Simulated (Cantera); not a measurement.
Input: 1 mol SiH4, a varied amount of NO, at 375 °C and 1000 Pa.

Equilibrium computed with Cantera from the NASA thermochemical tables; the gas is ideal and each condensed phase is pure. Candidate condensed phases: H2O, Si, SiO2, Si2N2O, Si3N4; 35 gas species. Equilibrium is a limit: real reactors are often held back by kinetics, nucleation or transport.

Task: Which condensed phases are stable at each of these points (n(NO) (mol)): 0.81, 0.98, 1.2, 1.4, 1.7, 2.1, 2.5, 3.1, 3.7, 4.5, 5.4, 6.5?

Result: 
| n(NO) (mol) | condensed phases | Si condensed (%) |
|---|---|---|
| 0.81 | SiO2(α-quartz) + Si2N2O(s) | 100.0 |
| 0.98 | SiO2(α-quartz) + Si2N2O(s) | 100.0 |
| 1.2 | SiO2(α-quartz) + Si2N2O(s) | 100.0 |
| 1.4 | SiO2(α-quartz) + Si2N2O(s) | 100.0 |
| 1.7 | SiO2(α-quartz) + Si2N2O(s) | 100.0 |
| 2.1 | SiO2(α-quartz) | 100.0 |
| 2.5 | SiO2(α-quartz) | 100.0 |
| 3.1 | SiO2(α-quartz) | 100.0 |
| 3.7 | SiO2(α-quartz) | 100.0 |
| 4.5 | SiO2(α-quartz) | 100.0 |
| 5.4 | SiO2(α-quartz) | 100.0 |
| 6.5 | SiO2(α-quartz) | 100.0 |

From 0.81 mol NO to 1.7 mol NO the condensed part is SiO2(α-quartz) + Si2N2O(s). From 2.1 mol NO to 6.5 mol NO the condensed part is SiO2(α-quartz).
